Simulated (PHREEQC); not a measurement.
Make-up at 33 °C: 0.71 mol/kgw NaHCO3 and 0.75 mol/kgw KBr. Closed to the air; pH follows from the charge balance.

The numbers come from PHREEQC with the Pitzer model, pitzer.dat.

This is a speciation only: nothing precipitates in the calculation.

**Question.** Estimate the pH, osmotic coefficient, ionic strength.

**Answer.** pH 7.68; osmotic coefficient 0.889; ionic strength 1.47 mol/kgw.

**Question.** In which forms is C present?

**Answer.** HCO3- 97 %, CO2 1.7 %, CO3-2 1.7 % of the C.

Species that the database lacks are ignored. In brines, pH and single-ion activities rest on the MacInnes convention.
